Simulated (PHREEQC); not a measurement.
A solution holds 0.0074 mol/kgw HF, 0.0012 mol/kgw NaF and 0.00051 mol/kgw H2SiF6, at 15 °C. Closed to the air; pH follows from the charge balance.

The numbers come from PHREEQC with the ion-association model, phreeqc.dat.

No solid was allowed to form.

Task: Order these F species by the share of F that they hold, largest first: HF2-, F-, SiF6-2, HF.

Result: HF (52 %), SiF6-2 (26 %), F- (21 %), HF2- (0.88 %)

The pH is 2.67 and the ionic strength 0.00399 mol/kgw. SiF6-2 is the database's only silicon fluoride.
